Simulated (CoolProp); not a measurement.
Model: reference Helmholtz-energy equation of state, Eisenbach 2021, in CoolProp.

**Question.** For propylene glycol, give the phase and the Z, speed of sound (m/s), expansivity (1/kK) at 620 K and 781 kPa; 620 K and 3130 kPa; 620 K and 7030 kPa.

**Answer.** 
- 620 K and 781 kPa: gas; Z 0.949, speed of sound 253, expansivity 1.98
- 620 K and 3130 kPa: gas; Z 0.749, speed of sound 201, expansivity 4.97
- 620 K and 7030 kPa: liquid; Z 0.151, speed of sound 545, expansivity 3.05
